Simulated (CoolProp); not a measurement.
A simple Rankine cycle with C3F8 (R218): condensing at 292.15 K, boiler at 2.12 MPa, turbine inlet 350 K, turbine efficiency 0.85, pump efficiency 0.6, no recuperator. Each further row changes one setting.

The numbers come from the reference Helmholtz-energy equation of state, Lemmon 2006 in CoolProp. It is a short technical equation, of lower accuracy than the large ones.

```json
[
 {"case": "as stated", "thermal efficiency (%)": "7.5", "net work (kJ/kg)": "[?]", "heat in (kJ/kg)": "115", "turbine exit temperature (K)": "[?]", "volume ratio over the turbine": "3.50"},
 {"case": "turbine inlet 370 K", "thermal efficiency (%)": "7.3", "net work (kJ/kg)": "10.1", "heat in (kJ/kg)": "[?]", "turbine exit temperature (K)": "344.9", "volume ratio over the turbine": "3.23"},
 {"case": "condensing temperature 284.15 K", "thermal efficiency (%)": "[?]", "net work (kJ/kg)": "[?]", "heat in (kJ/kg)": "124", "turbine exit temperature (K)": "317.4", "volume ratio over the turbine": "4.47"},
 {"case": "boiler pressure 1.48 MPa", "thermal efficiency (%)": "5.3", "net work (kJ/kg)": "6.63", "heat in (kJ/kg)": "124", "turbine exit temperature (K)": "334.1", "volume ratio over the turbine": "2.16"},
 {"case": "turbine efficiency 0.75", "thermal efficiency (%)": "6.4", "net work (kJ/kg)": "7.39", "heat in (kJ/kg)": "115", "turbine exit temperature (K)": "323.3", "volume ratio over the turbine": "3.53"}
]
```

### Question
Fill in the missing entries.

### Answer

- as stated, net work (kJ/kg): 8.60
- as stated, turbine exit temperature (K): 321.9
- turbine inlet 370 K, heat in (kJ/kg): 137
- condensing temperature 284.15 K, thermal efficiency (%): 8.8
- condensing temperature 284.15 K, net work (kJ/kg): 10.9
